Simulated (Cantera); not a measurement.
Charge: 1 mol B, 72 mol H₂, 7 mol N₂, at 1.20 Torr.

These are equilibrium values from Cantera (NASA tables, ideal gas, pure condensed phases), not measurements of a reactor. Candidate condensed phases: B, BN; 15 gas species. Kinetics and transport are ignored.

Problem. Which condensed phases are stable at each of these points (T (K)): 1950, 1975, 2000, 2025, 2050, 2075, 2100, 2125, 2150, 2175, 2200, 2225, 2250, 2275?

Solution. 
| T (K) | condensed phases | B condensed (%) |
|---|---|---|
| 1950 | BN(s) | 98.2 |
| 1975 | BN(s) | 97.4 |
| 2000 | BN(s) | 96.2 |
| 2025 | B(s) | 95.1 |
| 2050 | B(s) | 94.0 |
| 2075 | B(s) | 92.6 |
| 2100 | B(s) | 90.9 |
| 2125 | B(s) | 88.5 |
| 2150 | B(s) | 85.5 |
| 2175 | B(s) | 81.4 |
| 2200 | B(s) | 76.0 |
| 2225 | B(s) | 68.8 |
| 2250 | B(s) | 59.1 |
| 2275 | B(s) | 46.2 |

From 1950 K to 2000 K the condensed part is BN(s). From 2025 K to 2275 K the condensed part is B(s). The share of B in condensed phases is highest at 1950 K (98.2 %) and lowest at 2275 K (46.2 %).
